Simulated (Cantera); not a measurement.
Charge: 1 mol Fe₂O₃, 0.17 mol SO₃, 19 mol N₂, equilibrated at 10.0 Torr.

These are equilibrium values from Cantera (NASA tables, ideal gas, pure condensed phases), not measurements of a reactor. Candidate condensed phases: Fe, FeO, FeS, FeSO₄, FeS₂, Fe₂O₃, Fe₂(SO₄)₃, Fe₃O₄, S; 19 gas species. Kinetics and transport are ignored.

log p: log10 of the partial pressure in bar; n: condensed amount in mol.

```csv
T (°C),log p N₂,log p O₂,log p SO₂,log p NO,log p O,log p SO₃,log p SO,n Fe₂O₃(s),n Fe₃O₄(s)
827,-1.88,-4.23,-3.93,-6.74,-10.72,-6.25,-12.10,1.00,0
927,-1.88,-4.23,-3.93,-6.37,-9.72,-6.64,-10.90,1.00,0
1027,-1.88,-4.23,-3.93,-6.07,-8.87,-6.96,-9.89,1.00,0
1127,-1.88,-3.77,-3.93,(withheld),(withheld),-7.01,(withheld),0,0.667
1227,-1.88,-3.77,-3.93,-5.35,-7.28,-7.24,-8.50,0,0.667
1327,-1.88,-3.77,-3.93,(withheld),(withheld),(withheld),(withheld),0,0.667
1427,-1.88,-3.78,-3.93,-4.98,-6.24,-7.64,-7.26,0,0.667
1527,-1.88,-3.78,-3.93,-4.82,-5.81,-7.80,-6.75,0,0.667
```

What belongs in the gaps?


- 1127, log p NO: -5.57
- 1127, log p O: -7.91
- 1127, log p SO: -9.26
- 1327, log p NO: -5.15
- 1327, log p O: -6.72
- 1327, log p SO₃: -7.45
- 1327, log p SO: -7.84
